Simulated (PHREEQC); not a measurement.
# Ultrapure water in contact with air or piping (model solution)

Synthetic water in mg/L, 55 °C, pH 5.83, pe 9.4:

| constituent | mg/L |
|---|---|
| Na | 0.66 |
| K | 0.0448 |
| Ca | 0.0675 |
| Mg | 0.277 |
| Cl | 0.493 |
| S(6) as SO4 | 0.323 |
| Alkalinity as HCO3 | 2.19 |
| Pb | 0.0119 |
| Cd | 0.00396 |
| Ni | 0.1 |

Valence states are taken as typed.

Computed with PHREEQC (ion-association model, wateq4f.dat).

Each row changes one thing in this solution. Precipitation was switched off in this run.

| case | CO2 (mol/kgw) | NiCO3 (mol/kgw) | MgSO4 (mol/kgw) | MgHCO3+ (mol/kgw) | CO3-2 (mol/kgw) | PbCO3 (mol/kgw) | SI of Pb(OH)2 (Pb(OH)2) | SI of Cerrusite (PbCO3) |
|---|---|---|---|---|---|---|---|---|
| as made | 0.000105 | 2.06e-8 | 1.65e-8 | 5.89e-9 | 1.81e-9 | 1.55e-9 | -2.84 | -3.25 |
| Na from 0.66 to 0.33 mg/L | 0.000106 | 2.07e-8 | 1.66e-8 | 5.90e-9 | 1.81e-9 | 1.55e-9 | -2.84 | -3.25 |
| temperature from 55 to 75 °C at the same typed pH | 0.000114 | 2.20e-8 | 2.44e-8 | ___ | 1.95e-9 | 1.65e-9 | -2.31 | -3.40 |
| pH from 5.83 to 5.53 at the same alkalinity | ___ | 1.08e-8 | 1.65e-8 | 6.13e-9 | 9.46e-10 | 8.21e-10 | -3.44 | -3.52 |
| pH from 5.83 to 6.33 at the same alkalinity | 3.22e-5 | 6.14e-8 | 1.65e-8 | 5.69e-9 | 5.54e-9 | 4.38e-9 | -1.88 | -2.79 |

Task: What belongs in the gaps?

Result: 
- temperature from 55 to 75 °C at the same typed pH, MgHCO3+ (mol/kgw): 7.26e-9
- pH from 5.83 to 5.53 at the same alkalinity, CO2 (mol/kgw): 0.000219

Species that the database lacks are ignored. Constants without temperature data keep their 25 °C values here.
